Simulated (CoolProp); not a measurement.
Properties of chlorine at several states.

The numbers come from the reference Helmholtz-energy equation of state, Thol 2021 in CoolProp.

```csv
T (K),p (bar),phase,cp (kJ/(kg K)),expansivity (1/kK)
384.6,3.9,gas,(withheld),2.788
279.7,0.55,gas,(withheld),3.676
414.4,200,liquid,(withheld),3.502
216.2,200,liquid,0.9231,1.520
```

Q: Some entries are withheld; supply them.

A: 
- 384.6, cp (kJ/(kg K)): 0.5149
- 279.7, cp (kJ/(kg K)): 0.4814
- 414.4, cp (kJ/(kg K)): 1.082
